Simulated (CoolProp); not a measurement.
Saturation properties of isohexane (Tc = 224.6 °C, pc = 3.043 MPa, ω = 0.280).

Values from CoolProp's reference Helmholtz-energy equation of state, Lemmon 2006. It is a short technical equation, of lower accuracy than the large ones.

```csv
T (°C),p (MPa),enthalpy of vaporisation (kJ/kg),liquid cp (kJ/(kg K)),surface tension (mN/m)
2.45,0.01014,361.7,2.131,19.2
8.25,0.01344,358.0,2.157,18.6
13.95,0.01750,354.4,2.184,18.0
19.65,0.02252,350.8,2.210,17.4
25.35,0.02864,347.1,2.237,16.8
31.05,0.03605,343.3,2.265,16.3
36.85,0.04509,339.4,2.293,15.7
42.55,0.05565,335.6,2.321,15.1
48.25,0.06810,331.6,2.350,14.6
53.95,0.08264,327.6,2.379,14.0
59.65,0.09952,323.5,2.408,13.4
65.45,0.1194,319.2,2.439,12.9
```

It boils at 60.2 °C under 1 atm.

Surface tension comes from a separate correlation (Mulero 2012).
